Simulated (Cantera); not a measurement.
A closed system holds: 1 mol AlN, 16 mol HCl, 11 mol N2, at 0.00800 bar.

These are equilibrium values from Cantera (NASA tables, ideal gas, pure condensed phases), not measurements of a reactor. Candidate condensed phases: Al, AlCl3, AlN, NH4Cl; 20 gas species. The tables' values for AlCl2 are old estimates; treat these amounts as uncertain. Rates play no part.

x: gas mole fraction; nothing condenses.

| T (K) | x HCl | x N2 | x H2 | x AlCl3 | x AlCl2 | x Cl | x AlCl |
|---|---|---|---|---|---|---|---|
| 1150 | 0.481 | 0.426 | 0.0556 | 0.0370 | 3.00e-6 | 1.50e-6 | 1.08e-8 |
| 1225 | 0.481 | 0.426 | 0.0556 | 0.0370 | 1.12e-5 | (withheld) | (withheld) |
| 1300 | 0.481 | 0.426 | 0.0555 | 0.0370 | 3.55e-5 | (withheld) | (withheld) |
| 1375 | 0.481 | 0.426 | 0.0555 | 0.0369 | 9.90e-5 | 6.48e-5 | 3.45e-6 |
| 1450 | 0.481 | 0.426 | 0.0555 | 0.0368 | 0.000247 | 0.000176 | 1.57e-5 |
| 1525 | 0.481 | 0.426 | 0.0554 | 0.0364 | 0.000559 | 0.000434 | 6.09e-5 |
| 1600 | 0.481 | 0.425 | 0.0551 | 0.0356 | 0.00115 | 0.000986 | 0.000205 |
| 1675 | 0.481 | 0.425 | 0.0546 | 0.0342 | 0.00217 | 0.00209 | 0.000598 |

Some entries are withheld; supply them.


- 1225, x Cl: 6.13e-6
- 1225, x AlCl: 9.37e-8
- 1300, x Cl: 2.13e-5
- 1300, x AlCl: 6.33e-7
